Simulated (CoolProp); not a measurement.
Vapour-liquid equilibrium of propylene (1) + R142b (2) at -59.25 °C; x and y are mole fractions of (1).

Computed with CoolProp (multi-fluid Helmholtz-energy mixture model, Lemmon 2013 and Lemmon 2006; pair parameters Bell 2016).

```tsv
x	bubble pressure (MPa)	y at the bubble point	dew pressure at overall composition x (MPa)	liquid density (mol/L)
0.05	0.01084	0.341	0.007856	[?]
0.125	0.01580	0.582	0.008456	13.16
0.2	0.02058	0.704	0.009156	[?]
0.275	0.02509	[?]	0.009982	13.41
0.35	0.02929	0.827	0.01097	13.54
0.425	0.03316	0.862	0.01218	13.67
0.5	0.03674	0.888	0.01368	13.81
0.575	0.04008	0.909	0.01560	13.95
0.65	[?]	0.927	0.01815	14.09
0.725	[?]	0.944	0.02168	14.24
0.8	0.04928	0.959	0.02684	14.39
0.875	0.05234	0.974	0.03489	14.55
0.95	0.05553	0.989	0.04753	14.72
```

Q: What belongs in the gaps?

A: 
- 0.05, liquid density (mol/L): 13.03
- 0.2, liquid density (mol/L): 13.28
- 0.275, y at the bubble point: 0.778
- 0.65, bubble pressure (MPa): 0.04323
- 0.725, bubble pressure (MPa): 0.04627

No azeotrope shows between x = 0.05 and 0.95.

The pair parameters rest on a limited set of measurements; away from them the model extrapolates.
